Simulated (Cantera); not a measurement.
An adiabatic, constant-pressure homogeneous reactor starts with 14.9 % CH4, 1.48 % H2, 16.1 % O2, 60.5 % N2, 7.01 % H2O, equivalence ratio 1.9, at 1148 K and 21000 Torr.

Model: GRI-Mech 3.0 (53 species, 325 reactions), integrated in Cantera. The pressure lies above the range GRI-Mech 3.0 was tuned for (to about 10 atm).

Problem. Predict: time of steepest temperature rise; temperature at 6.00 s; equilibrium temperature; x(CH4) at 6.00 s; x(H2) at 6.00 s; x(O2) at 6.00 s; x(H2O) at 6.00 s; x(H2O2) at 6.00 s.

Solution. 
```json
{
  "time_of_steepest_temperature_rise": "0.872 ms",
  "temperature at 6.00 s": "2237 K",
  "equilibrium_temperature": "2237 K",
  "x(CH4) at 6.00 s": "1.56e-8 (gas-phase equilibrium 1.72e-8)",
  "x(H2) at 6.00 s": "0.148 (gas-phase equilibrium 0.148)",
  "x(O2) at 6.00 s": "1.21e-7 (gas-phase equilibrium 1.21e-7)",
  "x(H2O) at 6.00 s": "0.188 (gas-phase equilibrium 0.188)",
  "x(H2O2) at 6.00 s": "1.31e-9 (gas-phase equilibrium 1.31e-9)"
}
```
